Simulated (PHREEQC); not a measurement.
A column of 0.2 m (40 cells, dispersivity 0.016 m, 300 s a shift, diffusion coefficient 3e-10 m²/s) holds 0.2 eq of the database's cation exchanger X per kg of pore water, first in equilibrium with 0.56 mmol/kgw NH4Cl and 0.01 mmol/kgw HCl. It is flushed with 0.00058 mol/kgw CaCl2, 0.0026 mol/kgw NaCl, 0.098 mol/kgw KCl and 1e-05 mol/kgw HCl, at 15 °C. Values are for the last cell. CO2 from the air is kept out. Nothing may precipitate in this run.

Base run: PHREEQC, ion-association model, phreeqc.dat. Each further column changes one thing. The table gives NH4 in solution (mol/kgw).

```json
[
 {"pore volumes": "0", "base": "0.000560", "exchange capacity from 0.2 to 0.1 eq/kgw": "0.000560", "dispersivity from 0.016 to 0.032 m": "0.000560"},
 {"pore volumes": "1.137", "base": "0.0707", "exchange capacity from 0.2 to 0.1 eq/kgw": "?", "dispersivity from 0.016 to 0.032 m": "?"},
 {"pore volumes": "2.263", "base": "0.0749", "exchange capacity from 0.2 to 0.1 eq/kgw": "0.0264", "dispersivity from 0.016 to 0.032 m": "0.0633"},
 {"pore volumes": "3.612", "base": "0.0224", "exchange capacity from 0.2 to 0.1 eq/kgw": "0.00255", "dispersivity from 0.016 to 0.032 m": "?"},
 {"pore volumes": "4.737", "base": "0.00597", "exchange capacity from 0.2 to 0.1 eq/kgw": "0.000326", "dispersivity from 0.016 to 0.032 m": "?"},
 {"pore volumes": "5.862", "base": "0.00148", "exchange capacity from 0.2 to 0.1 eq/kgw": "4.11e-5", "dispersivity from 0.016 to 0.032 m": "?"},
 {"pore volumes": "6.987", "base": "0.000362", "exchange capacity from 0.2 to 0.1 eq/kgw": "5.14e-6", "dispersivity from 0.016 to 0.032 m": "0.00159"}
]
```

Task: Fill in the missing entries.

Result: 
- 1.137, exchange capacity from 0.2 to 0.1 eq/kgw: 0.0675
- 1.137, dispersivity from 0.016 to 0.032 m: 0.0689
- 3.612, dispersivity from 0.016 to 0.032 m: 0.0247
- 4.737, dispersivity from 0.016 to 0.032 m: 0.0100
- 5.862, dispersivity from 0.016 to 0.032 m: 0.00400
